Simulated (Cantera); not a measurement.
Input: 1 mol Fe3O4, a varied amount of CH4, 0.34 mol CO, at 1423 K and 0.100 bar.

Cantera equilibrium calculation (NASA polynomials, part measured and part estimated; ideal gas, pure solids and liquids). Candidate condensed phases: C, C6H6, C7H8, C8H18, Fe, Fe(CO)5, FeO, Fe(OH)2, Fe(OH)3, Fe2O3, Fe3O4, H2O; 114 gas species. Mutual solubility and eutectic melting of coexisting phases are not modelled. The tables' stoichiometric FeO is somewhat more stable than real wüstite, so its field is too wide. FeO: taken at fixed stoichiometry. The numbers say what is thermodynamically allowed, not how fast it happens.

x: gas mole fraction; n: condensed amount in mol.

```tsv
n(CH4) (mol)	x H2	x CO	x H2O	x CO2	x H	x Fe(OH)2	x OH	n FeO(s)	n Fe(γ)
0.33	0.196	0.300	0.300	0.203	9.30e-6	2.15e-6	[?]	3.00	0
0.4	0.269	0.341	0.250	0.140	1.09e-5	1.79e-6	[?]	3.00	0
0.5	0.357	0.371	0.186	0.0854	1.26e-5	1.33e-6	[?]	3.00	0
0.62	0.407	0.373	0.157	0.0634	1.34e-5	1.12e-6	1.12e-7	2.90	0.105
0.76	0.419	0.359	0.161	0.0610	1.36e-5	1.15e-6	1.14e-7	2.66	0.343
0.95	0.430	0.346	0.166	0.0588	1.38e-5	1.18e-6	1.15e-7	2.33	0.666
1.2	0.440	0.334	0.169	0.0568	1.39e-5	1.21e-6	1.17e-7	1.91	1.09
1.4	0.445	0.328	0.172	0.0557	1.40e-5	1.23e-6	1.17e-7	1.57	1.43
1.8	0.453	0.319	0.174	0.0542	1.41e-5	1.25e-6	1.18e-7	0.887	2.11
```

Complete the blanks.


- 0.33, x OH: 3.09e-7
- 0.4, x OH: 2.20e-7
- 0.5, x OH: 1.42e-7
